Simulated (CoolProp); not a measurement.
Vapour-liquid equilibrium of R143a (1) + R134a (2) at -69.15 °C; x and y are mole fractions of (1).

Values from CoolProp's multi-fluid Helmholtz-energy mixture model, Lemmon and Jacobsen 2000 and Tillner-Roth 1994; pair parameters Lemmon 2004.

Task: Give the bubble pressure and the first vapour's composition at x = 0.05, 0.2, 0.95. Is there an azeotrope?

Result: x = 0.05: 0.009606 MPa, y = 0.160; x = 0.2: 0.01301 MPa, y = 0.476; x = 0.95: 0.03032 MPa, y = 0.986. No azeotrope shows between x = 0.05 and 0.95.

Pair parameters are fitted to limited data, so mixtures are less certain than the pure fluids.
